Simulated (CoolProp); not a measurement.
Model: reference Helmholtz-energy equation of state, Tillner-Roth 1997, in CoolProp.

For CH2F2 (R32), give the phase and the Joule-Thomson coefficient (K/MPa), isothermal compressibility (1/MPa), expansivity (1/kK) at 199.1 K and 5970 kPa; 384.5 K and 5970 kPa; 435 K and 5970 kPa.


- 199.1 K and 5970 kPa: liquid; Joule-Thomson coefficient -0.305, isothermal compressibility 0.00102, expansivity 1.97
- 384.5 K and 5970 kPa: supercritical; Joule-Thomson coefficient 9.65, isothermal compressibility 0.270, expansivity 9.52
- 435 K and 5970 kPa: supercritical; Joule-Thomson coefficient 6.87, isothermal compressibility 0.208, expansivity 4.65
